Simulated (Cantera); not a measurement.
Cantera run:

```python
import numpy as np
import cantera as ct

gas_names = """
    H H2 H2S Ni NiS S SH S2 S8
""".split()
cond_names = """
    Ni(cr) Ni(L) NiS(b) NiS(a) NiS(L) NiS2(s) NiS2(L) Ni3S2(I) Ni3S2(II) Ni3S2(L) Ni3S4(s) S(cr1) S(cr2)
    S(L)
""".split()


def load(file, names, dense=False):
    # The tables refer to 1 bar. Condensed volumes are neglected.
    table = {s.name: s for s in ct.Species.list_from_file(file)}
    out = []
    for n in names:
        d = dict(table[n].input_data)
        d["thermo"] = dict(d["thermo"], **{"reference-pressure": 1e5})
        if dense:
            d["equation-of-state"] = {"model": "constant-volume", "density": "1e6 g/cm^3"}
        out.append(ct.Species.from_dict(d))
    return out


gas = ct.Solution(thermo="ideal-gas", species=load("nasa_gas.yaml", gas_names))
cond = {s.name: ct.Solution(thermo="fixed-stoichiometry", species=[s], name=s.name)
        for s in load("nasa_condensed.yaml", cond_names, dense=True)}
atoms = {
    'NiS': {'Ni': 1, 'S': 1},
    'H2': {'H': 2},
}
top_T = {'Ni3S4(s)': 620}  # K; cautious upper limits of use, not melting points


def equilibrate(T, P, feed):
    n = {}
    for name, mol in feed.items():
        for a, k in atoms[name].items():
            n[a] = n.get(a, 0.0) + k * mol
    gas.TPX = T, P, n
    mass = sum(n.values()) * gas.mean_molecular_weight
    gas.equilibrate("TP")
    valid = [c for c in cond.values() if c.min_temp <= T <= top_T.get(c.name, c.max_temp)]
    mix = ct.Mixture([(gas, mass / gas.mean_molecular_weight)] + [(c, 0.0) for c in valid])
    mix.T, mix.P = T, P
    mix.equilibrate("TP", solver="vcs", rtol=1e-11, max_steps=5000)
    return mix


results = []
feed = {'NiS': 1, 'H2': 28}  # mol
T = 1350  # K
for P in [10, 36, 130, 460, 1700, 6000, 22000, 77000, 280000, 1000000]:
    mix = equilibrate(T, P, feed)
    results.append((T, P, feed, dict(zip(mix.species_names, mix.species_moles))))
    x = sorted(zip(gas.X, gas.species_names), reverse=True)
    print(f"T = {T:g} K  P = {P:g} Pa  gas = {mix.phase_moles(0):.4g} mol")
    print("   x: " + "  ".join(f"{s} {v:.3e}" for v, s in x if v > 0.001))
    print("   condensed (mol): " + ("  ".join(f"{mix.phase(i).name} {mix.phase_moles(i):.4g}"
          for i in range(1, mix.n_phases) if mix.phase_moles(i) > 1e-12) or "none"))
```

Result:

```
T = 1350 K  P = 10 Pa  gas = 28.38 mol
   x: H2 9.772e-01  S2 1.264e-02  H2S 8.948e-03
   condensed (mol): Ni(cr) 0.9994
T = 1350 K  P = 36 Pa  gas = 28.12 mol
   x: H2 9.857e-01  H2S 9.652e-03  S2 4.016e-03
   condensed (mol): Ni(cr) 0.269  Ni3S2(L) 0.2436
T = 1350 K  P = 130 Pa  gas = 28.04 mol
   x: H2 9.889e-01  H2S 9.683e-03  S2 1.112e-03
   condensed (mol): Ni(cr) 0.01264  Ni3S2(L) 0.3291
T = 1350 K  P = 460 Pa  gas = 28.01 mol
   x: H2 9.885e-01  H2S 1.093e-02
   condensed (mol): Ni3S2(L) 0.3333
T = 1350 K  P = 1700 Pa  gas = 28 mol
   x: H2 9.882e-01  H2S 1.157e-02
   condensed (mol): Ni3S2(L) 0.3333
T = 1350 K  P = 6000 Pa  gas = 28 mol
   x: H2 9.881e-01  H2S 1.178e-02
   condensed (mol): Ni3S2(L) 0.3333
T = 1350 K  P = 22000 Pa  gas = 28 mol
   x: H2 9.881e-01  H2S 1.186e-02
   condensed (mol): Ni3S2(L) 0.3333
T = 1350 K  P = 77000 Pa  gas = 28 mol
   x: H2 9.881e-01  H2S 1.188e-02
   condensed (mol): Ni3S2(L) 0.3333
T = 1350 K  P = 280000 Pa  gas = 28 mol
   x: H2 9.881e-01  H2S 1.190e-02
   condensed (mol): Ni3S2(L) 0.3333
T = 1350 K  P = 1e+06 Pa  gas = 28 mol
   x: H2 9.881e-01  H2S 1.190e-02
   condensed (mol): Ni3S2(L) 0.3333
```

These are equilibrium values from Cantera (NASA tables, ideal gas, pure condensed phases), not measurements of a reactor. Metal and sulfide melt together well below either melting point, which pure phases cannot show. Mutual solubility and eutectic melting of coexisting phases are not modelled.
